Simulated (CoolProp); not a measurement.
Saturated liquid density (kg/m³) of CF4 (R14): the reference equation beside estimates from Tc = -45.8 °C, pc = 3.762 MPa, ω = 0.178. Rackett uses Z = 0.29056 − 0.08775 ω.

Computed with CoolProp (reference Helmholtz-energy equation of state, Platzer 1990). This equation is an older, rougher fit; its heat capacities, sound speeds and derivatives of the liquid may be far off and weren't checked against measurements.

| T (°C) | reference | Rackett | Redlich-Kwong | Soave-Redlich-Kwong | Peng-Robinson |
|---|---|---|---|---|---|
| -101.65 | 1452 | 1513 | 1360 | 1401 | 1589 |
| -96.25 | 1417 | 1476 | 1317 | 1359 | 1542 |
| -90.85 | 1381 | 1437 | 1272 | 1314 | 1491 |
| -85.45 | 1342 | 1396 | 1224 | 1266 | 1436 |
| -80.05 | 1301 | 1352 | 1172 | 1213 | 1376 |
| -74.65 | 1256 | 1304 | 1115 | 1155 | 1310 |
| -69.25 | 1207 | 1251 | 1053 | 1091 | 1236 |
| -63.85 | 1150 | 1192 | 984.3 | 1019 | 1151 |
| -58.45 | 1083 | 1122 | 904.8 | 934.9 | 1052 |
| -53.05 | 996.6 | 1033 | 807.6 | 830.8 | 929.3 |

Absolute difference from the reference over all 10 rows, mean and median: Rackett 3.9 and 3.9 %, Redlich-Kwong 11.4 and 10.6 %, Soave-Redlich-Kwong 8.4 and 7.4 %, Peng-Robinson 5.5 and 6.3 %.
